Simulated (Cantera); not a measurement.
Charge: 1 mol C, 5.2 mol H2, equilibrated at 1500 K and 75.0 Torr.

Equilibrium computed with Cantera from the NASA thermochemical tables; the gas is ideal and each condensed phase is pure. Candidate condensed phases: C, C6H6, C7H8, C8H18; 76 gas species. Kinetics and transport are ignored.

Base state: H2 1.000, CH4 0.000257, H 5.57e-5 (mole fractions); condensed: C(graphite).

Question: What changes in the equilibrium state with this change: pressure from 75.0 Torr to 0.0750 Torr?

Answer: 
```
species             before    after
----------------  --------  -------
H2                   1.000    0.998
H                  5.57e-5  0.00176
CH4               0.000257  2.56e-7
C(graphite), mol     0.999    1.000
```

Question: What changes in the equilibrium state with this change: pressure from 75.0 Torr to 428 Torr?

Answer: 
| species | before | after |
|---|---|---|
| H2 | 1.000 | 0.999 |
| CH4 | 0.000257 | 0.00146 |
| H | 5.57e-5 | 2.33e-5 |
| C(graphite), mol | 0.999 | 0.992 |

Question: What changes in the equilibrium state with this change: C replaced by CH3OH?

Answer: 
```
species             before    after
----------------  --------  -------
H2                   1.000    0.878
CO                       0    0.122
CH4               0.000257  6.11e-5
H2O                      0  5.96e-5
H                  5.57e-5  5.22e-5
C(graphite), mol     0.999        0
```
Further candidate phases: H2O.
